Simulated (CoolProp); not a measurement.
Vapour pressure (bar) of oxygen: the reference equation beside estimates from Tc = 154.6 K, pc = 50.46 bar, ω = 0.022. Clausius-Clapeyron is anchored at 116.7 K with a constant enthalpy of vaporisation of 5.739 kJ/mol.

Values from CoolProp's reference Helmholtz-energy equation of state, Schmidt 1985.

| T (K) | reference | Lee-Kesler | Clausius-Clapeyron | van der Waals | Redlich-Kwong | Soave-Redlich-Kwong | Peng-Robinson |
|---|---|---|---|---|---|---|---|
| 116.7 | 8.398 | 8.406 | 8.398 | 14.71 | 8.088 | 8.449 | 8.433 |
| 120.4 | 10.46 | 10.47 | 10.07 | ___ | 10.22 | 10.55 | 10.51 |
| 124.1 | 12.87 | 12.87 | ___ | 19.65 | 12.71 | ___ | ___ |
| 127.8 | 15.65 | 15.65 | 14.04 | 22.47 | 15.60 | 15.83 | 15.73 |
| 131.5 | 18.83 | 18.82 | 16.34 | 25.54 | 18.90 | ___ | 18.94 |
| 135.2 | 22.46 | 22.43 | 18.87 | 28.85 | 22.64 | 22.75 | 22.60 |
| 138.9 | 26.56 | 26.52 | 21.61 | 32.41 | 26.85 | 26.91 | ___ |
| 142.6 | 31.18 | 31.14 | ___ | 36.23 | 31.56 | 31.56 | ___ |

Question: What belongs in the gaps?

Answer: 
- 120.4, van der Waals: 17.06
- 124.1, Clausius-Clapeyron: 11.95
- 124.1, Soave-Redlich-Kwong: 13.00
- 124.1, Peng-Robinson: 12.93
- 131.5, Soave-Redlich-Kwong: 19.07
- 138.9, Peng-Robinson: 26.74
- 142.6, Clausius-Clapeyron: 24.59
- 142.6, Peng-Robinson: 31.39

Absolute difference from the reference over all 8 rows, mean and median: Lee-Kesler 0.1 and 0.1 %, Clausius-Clapeyron 11.3 and 11.8 %, van der Waals 42.1 and 39.6 %, Redlich-Kwong 1.4 and 1.2 %, Soave-Redlich-Kwong 1.1 and 1.2 %, Peng-Robinson 0.6 and 0.5 %.
